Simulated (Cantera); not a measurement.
# Adiabatic ignition

An adiabatic, constant-volume homogeneous reactor starts with 3.30 % CH4, 18.8 % O2, 70.9 % N2, 6.60 % CO2, 0.363 % H2, equivalence ratio 0.36, at 1448 K and 16.8 atm.

Computed with Cantera and GRI-Mech 3.0 (53 species, 325 reactions). The pressure lies above the range GRI-Mech 3.0 was tuned for (to about 10 atm).

```tsv
t (s)	T (K)	P (bar)	x CH4	x O2	x CO2	x C2H2	x HO2	x CH2O	x O
7.00e-6	1448	17.0	0.0330	0.188	0.0660	<1e-12	2.13e-6	9.96e-7	2.14e-8
1.99e-5	1448	17.0	0.0329	0.188	0.0660	1.22e-11	8.02e-6	2.00e-5	1.55e-7
5.68e-5	1460	17.1	0.0313	0.187	0.0660	6.10e-8	5.27e-5	0.000633	1.48e-6
0.000162	2312	27.1	<1e-12	0.120	0.0983	<1e-12	1.05e-5	<1e-12	0.000356
0.000461	2311	27.1	<1e-12	0.120	0.0983	<1e-12	1.04e-5	<1e-12	0.000355
0.00131	2310	27.1	<1e-12	0.120	0.0983	<1e-12	1.04e-5	<1e-12	0.000351
0.00374	2306	27.1	<1e-12	0.119	0.0983	<1e-12	1.02e-5	<1e-12	0.000343
0.0107	2298	27.0	<1e-12	0.117	0.0984	<1e-12	9.84e-6	<1e-12	0.000325
0.0304	2287	26.8	<1e-12	0.116	0.0984	<1e-12	9.41e-6	<1e-12	0.000304
0.0865	2284	26.8	<1e-12	0.115	0.0984	<1e-12	9.27e-6	<1e-12	0.000298
0.246	2284	26.8	<1e-12	0.115	0.0984	<1e-12	9.27e-6	<1e-12	0.000298
0.702	2284	26.8	<1e-12	0.115	0.0984	<1e-12	9.27e-6	<1e-12	0.000298
2.00	2284	26.8	<1e-12	0.115	0.0984	<1e-12	9.27e-6	<1e-12	0.000298
```
x: mole fraction; the columns are a selection and need not sum to one.

```
Quantity                                                          Result
---------------------------------  -------------------------------------
time of steepest temperature rise                                91.9 µs
temperature at 2.00 s                                             2284 K
equilibrium temperature                                           2284 K
x(CH4) at 2.00 s                   <1e-12 (gas-phase equilibrium <1e-12)
x(O2) at 2.00 s                      0.115 (gas-phase equilibrium 0.115)
x(CO2) at 2.00 s                   0.0984 (gas-phase equilibrium 0.0984)
```
